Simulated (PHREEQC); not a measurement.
# Alkaline etch or developer: speciation

Solution (25 °C): 0.014 mol/kgw NaOH, 0.00015 mol/kgw Na2SiO3 and 0.21 mol/kgw K3PO4. Closed to the air; pH follows from the charge balance.

The numbers come from PHREEQC with the ion-association model, wateq4f.dat.

Each row changes one thing in this solution. No solid was allowed to form.

| case | pH | ionic strength (mol/kgw) |
|---|---|---|
| as made | 12.33 | 1.22 |
| K3PO4 from 0.21 to 0.105 mol/kgw | 12.27 | (withheld) |
| K3PO4 left out | (withheld) | 0.0143 |
| NaOH left out | (withheld) | 1.19 |
| Na2SiO3 from 0.00015 to 0.000165 mol/kgw | 12.33 | 1.22 |
| Na2SiO3 left out | 12.33 | 1.22 |

Problem. What belongs in the gaps?

Solution. 
- K3PO4 from 0.21 to 0.105 mol/kgw, ionic strength (mol/kgw): 0.609
- K3PO4 left out, pH: 12.10
- NaOH left out, pH: 12.22

The ionic strength passes 0.7 mol/kgw, the rough limit of the ion-association models, in as made; NaOH left out; Na2SiO3 from 0.00015 to 0.000165 mol/kgw; Na2SiO3 left out. H3PO4, which wateq4f.dat lacks, is added to it with the constant of phreeqc.dat.
